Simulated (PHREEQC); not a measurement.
Solution (25 °C): 0.014 mol NaOH and 0.21 mol K3PO4 per kg of water. Closed to the air; pH follows from the charge balance.

Model: ion-association model, wateq4f.dat, run in PHREEQC.

Task: The ionic strength comes out as 1.22 mol/kgw. What activity coefficients do HPO4-2, OH-, Na+, PO4-3, KHPO4- get?

Result: HPO4-2 0.16, OH- 0.56, Na+ 0.73, PO4-3 0.016, KHPO4- 0.65.

This is a speciation only: nothing precipitates in the calculation. Ionic strength above about 0.7 mol/kgw puts this run outside the model's range. Species that the database lacks are ignored. H3PO4, which wateq4f.dat lacks, is added to it with the constant of phreeqc.dat.
